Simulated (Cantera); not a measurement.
Input (Python, Cantera):

```python
import numpy as np
import cantera as ct

gas = ct.Solution("h2o2.yaml")
gas.TPX = 1150, 17000, {'H2': 1.8, 'O2': 1, 'N2': 0.77, 'H2O': 0.14}
inlet = ct.Reservoir(gas, clone=True)

reactor = ct.IdealGasConstPressureReactor(gas, energy="off", clone=False)
exhaust = ct.Reservoir(gas, clone=True)
tau = [0.71, 0.3, 0.13, 0.053, 0.022, 0.0094, 0.0039, 0.0017][0]
for a, b in ((inlet, reactor), (reactor, exhaust)):
    ct.MassFlowController(a, b, mdot=lambda t: reactor.mass / tau)
net = ct.ReactorNet([reactor])
show = ['H2', 'O2', 'H', 'H2O2', 'O', 'HO2', 'OH']

rows = []
print(f"{'tau/s':>10s}{'T/K':>9s}" + "".join(f"{s:>11s}" for s in show))
for tau in [0.71, 0.3, 0.13, 0.053, 0.022, 0.0094, 0.0039, 0.0017]:
    net.initial_time = 0.0
    net.advance(30 * tau)
    before = gas.X
    net.advance(40 * tau)
    drift = np.max(np.abs(gas.X - before) / (gas.X + 1e-9))
    rows.append([gas.T, *gas[show].X, drift])
    print(f"{tau:10.3e}{gas.T:9.1f}" + "".join(f"{x:11.3e}" for x in gas[show].X))
```

It prints:

```
     tau/s      T/K         H2         O2          H       H2O2          O        HO2         OH
 7.100e-01   1150.0  1.575e-03  3.621e-02  9.968e-05  2.279e-06  6.375e-05  1.274e-05  4.260e-04
 3.000e-01   1150.0  2.705e-03  3.672e-02  2.320e-04  3.007e-06  1.182e-04  1.606e-05  5.793e-04
 1.300e-01   1150.0  4.531e-03  3.756e-02  5.204e-04  3.699e-06  2.121e-04  1.908e-05  7.794e-04
 5.300e-02   1150.0  7.770e-03  3.911e-02  1.213e-03  4.300e-06  3.905e-04  2.204e-05  1.067e-03
 2.200e-02   1150.0  1.292e-02  4.166e-02  2.697e-03  4.657e-06  6.971e-04  2.489e-05  1.446e-03
 9.400e-03   1150.0  2.059e-02  4.563e-02  5.613e-03  4.781e-06  1.200e-03  2.795e-05  1.928e-03
 3.900e-03   1150.0  3.238e-02  5.198e-02  1.139e-02  4.746e-06  2.063e-03  3.177e-05  2.580e-03
 1.700e-03   1150.0  4.821e-02  6.089e-02  2.104e-02  4.621e-06  3.371e-03  3.621e-05  3.365e-03
```

Cantera simulation using the H2/O2 subset of GRI-Mech 3.0, which has no nitrogen chemistry; the numbers are that mechanism's predictions, not measurements. The temperature is held fixed by assumption; the heat of reaction is taken as removed at once.
